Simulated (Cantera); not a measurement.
A freely propagating, adiabatic, planar premixed flame of H2 : O2 : N2 = 1 : 0.263 : 1 (molar parts), equivalence ratio 1.9, unburnt at 325 K and 0.276 atm; multicomponent+Soret transport, grid criteria slope 0.08 and curve 0.16, no radiation.

Computed with Cantera and the H2/O2 subset of GRI-Mech 3.0, which has no nitrogen chemistry. Burning velocities carry a grid error of a few per cent, more on coarse grids.

Problem. Predict: laminar burning velocity; thermal thickness; peak x(H); peak x(H2O2); peak x(O); peak x(HO2).

Solution. 
* **laminar burning velocity**: 282 cm/s
* **thermal thickness**: 1.82 mm
* **peak x(H)**: 0.0948
* **peak x(H2O2)**: 5.85e-5
* **peak x(O)**: 0.00390
* **peak x(HO2)**: 0.000207
